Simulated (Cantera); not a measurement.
Standard-state values (1 bar) from the NASA 1993 polynomials, evaluated with Cantera. Values are per mole of reaction as written; species without (g) are pure solids or liquids, kept so even where they would boil at 1 bar. ZrN: taken at fixed stoichiometry.

3 ZrN + 2 O3(g) = 3 N(g) + 3 ZrO2, with ΔH° = -1062.2 kJ and ΔS° = 16.5 J/K at 300 K.

Task: How far is the shortcut ΔG° ≈ ΔH°(300 K) − T·ΔS°(300 K) from the full temperature-dependent value at 2948, 2973, 2998 K?

Result: 
| T (K) | shortcut (kJ) | full (kJ) | difference (kJ) | difference in log10 K | condensed phases |
|---|---|---|---|---|---|
| 2948 | -1110.7 | -1205.0 | 94.3 | -1.67 | ZrN(s), ZrO2(s) |
| 2973 | -1111.1 | -1208.0 | 96.9 | -1.70 | ZrN(s), ZrO2(l) |
| 2998 | -1111.5 | -1211.2 | 99.7 | -1.74 | ZrN(s), ZrO2(l) |
The shortcut ignores heat capacities and the phase changes listed.
